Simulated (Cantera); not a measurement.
Cantera run, input and output.

```python
import numpy as np
import cantera as ct

gas = ct.Solution("gri30.yaml")
gas.TPX = 1548, 43000, {'C2H4': 1, 'O2': 5.26, 'N2': 19.8, 'H2O': 4.1}
reactor = ct.IdealGasConstPressureReactor(gas, energy="on", clone=False)
net = ct.ReactorNet([reactor])
net.rtol, net.atol = 1e-08, 1e-16
show = ['C2H4', 'O2', 'H2O', 'CH2O', 'OH']
times = np.geomspace(2e-06, 0.4, 14)

steps = ct.SolutionArray(gas, extra=["t"])
rows = []
print(f"{'t/s':>10s}{'T/K':>9s}{'P/Pa':>11s}" + "".join(f"{s:>11s}" for s in show))
for t in times:
    while net.time < t:
        t_next = net.step()
        steps.append(gas.state, t=t_next)
    rows.append([np.interp(t, steps.t, y) for y in (steps.T, steps.P, *steps(*show).X.T)])
    print(f"{t:10.3e}{rows[-1][0]:9.1f}{rows[-1][1]:11.4g}" + "".join(f"{x:11.3e}" for x in rows[-1][2:]))
rate = np.gradient(steps.T, steps.t)
print("integrator steps:", len(steps.t))
if steps.T.max() > steps.T[0] + 200:
    print(f"time of steepest temperature rise: {steps.t[rate.argmax()]:.4e} s")
gas.TPX = 1548, 43000, {'C2H4': 1, 'O2': 5.26, 'N2': 19.8, 'H2O': 4.1}
gas.equilibrate("HP")
print(f"equilibrium (HP): T = {gas.T:.1f} K  " + "  ".join(f"{s} {gas[s].X[0]:.3e}" for s in show))
```

Output:

```
       t/s      T/K       P/Pa       C2H4         O2        H2O       CH2O         OH
 2.000e-06   1548.0    4.3e+04  3.316e-02  1.744e-01  1.359e-01  1.218e-09  7.268e-09
 5.114e-06   1548.0    4.3e+04  3.315e-02  1.744e-01  1.359e-01  8.565e-09  2.193e-08
 1.308e-05   1548.0    4.3e+04  3.315e-02  1.744e-01  1.359e-01  1.141e-07  1.640e-07
 3.345e-05   1548.0    4.3e+04  3.302e-02  1.743e-01  1.360e-01  1.481e-05  1.813e-05
 8.553e-05   2023.3    4.3e+04  6.920e-10  9.141e-02  1.706e-01  2.194e-07  1.632e-02
 2.187e-04   2156.5    4.3e+04  6.173e-27  7.833e-02  1.671e-01  2.108e-11  2.034e-02
 5.593e-04   2307.0    4.3e+04  1.451e-27  7.640e-02  1.773e-01  1.286e-11  1.879e-02
 1.430e-03   2415.1    4.3e+04  4.297e-28  7.488e-02  1.849e-01  7.239e-12  1.599e-02
 3.658e-03   2433.8    4.3e+04  3.270e-28  7.437e-02  1.864e-01  6.404e-12  1.526e-02
 9.353e-03   2432.3    4.3e+04  3.212e-28  7.376e-02  1.865e-01  6.351e-12  1.515e-02
 2.392e-02   2429.0    4.3e+04  3.100e-28  7.247e-02  1.867e-01  6.249e-12  1.493e-02
 6.117e-02   2424.3    4.3e+04  2.944e-28  7.068e-02  1.870e-01  6.110e-12  1.461e-02
 1.564e-01   2422.1    4.3e+04  2.871e-28  6.983e-02  1.871e-01  6.045e-12  1.446e-02
 4.000e-01   2422.0    4.3e+04  2.867e-28  6.978e-02  1.871e-01  6.041e-12  1.446e-02
integrator steps: 1561
time of steepest temperature rise: 6.7728e-05 s
equilibrium (HP): T = 2422.0 K  C2H4 3.419e-28  O2 6.978e-02  H2O 1.871e-01  CH2O 6.041e-12  OH 1.446e-02
```

Detailed kinetics in Cantera: GRI-Mech 3.0 (53 species, 325 reactions). GRI-Mech 3.0 was tuned for natural gas; its chemistry of ethylene as a main component is partial and can be far from experiment.
